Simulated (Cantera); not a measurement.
A closed system holds: 1 mol toluene, 0.088 mol CO2, equilibrated at 475 °C.

These are equilibrium values from Cantera (NASA tables, ideal gas, pure condensed phases), not measurements of a reactor. Candidate condensed phases: C, C6H6, C7H8, C8H18, H2O; 110 gas species. The ideal-gas law is rough above about 30 bar. Kinetics and transport are ignored.

x: gas mole fraction; n: condensed amount in mol.

```tsv
P (Pa)	x H2	x CH4	x H2O	x CO	n C(graphite)
10	0.958	0.000304	0.000384	0.0416	6.91
72	0.956	[?]	[?]	[?]	6.92
520	0.943	[?]	[?]	[?]	6.91
3700	0.864	0.0914	0.0322	0.0104	6.70
27000	0.610	0.333	0.0517	0.00326	6.07
190000	0.313	0.617	0.0668	0.00116	5.55
1400000	0.131	0.792	0.0753	0.000427	5.31
10000000	0.0512	0.868	0.0789	0.000160	5.22
```

Task: Fill in the missing entries.

Result: 
- 72, x CH4: 0.00218
- 72, x H2O: 0.00256
- 72, x CO: 0.0385
- 520, x CH4: 0.0153
- 520, x H2O: 0.0125
- 520, x CO: 0.0265
